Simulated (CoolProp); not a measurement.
C3F8 (R218) along the isotherm 378.4 K: fugacity coefficient from the reference equation and from simpler models built on Tc = 345.0 K, pc = 2.640 MPa, ω = 0.317; each cubic takes its own stable root.

Values from CoolProp's reference Helmholtz-energy equation of state, Lemmon 2006. It is a short technical equation, of lower accuracy than the large ones.

```csv
p (MPa),phase,reference,van der Waals,Soave-Redlich-Kwong
0.0825,gas,0.9927,0.9926,0.9924
0.165,gas,0.9854,0.9852,0.9848
0.248,gas,0.9780,0.9778,0.9771
0.33,gas,0.9708,0.9705,0.9696
0.413,gas,0.9634,0.9631,0.9621
0.495,gas,0.9562,0.9558,?
0.578,gas,0.9489,0.9485,0.9471
0.66,gas,0.9417,0.9412,0.9398
0.743,gas,0.9344,0.9338,0.9323
0.825,gas,0.9272,0.9266,0.9250
0.908,gas,0.9200,0.9192,0.9176
0.99,gas,?,0.9120,?
1.07,gas,0.9058,0.9049,0.9033
1.16,gas,0.8980,0.8970,0.8954
1.24,gas,0.8910,0.8899,0.8884
1.32,gas,0.8840,0.8829,?
```

Question: What belongs in the gaps?

Answer: 
- 0.495, Soave-Redlich-Kwong: 0.9546
- 0.99, reference: 0.9128
- 0.99, Soave-Redlich-Kwong: 0.9104
- 1.32, Soave-Redlich-Kwong: 0.8814
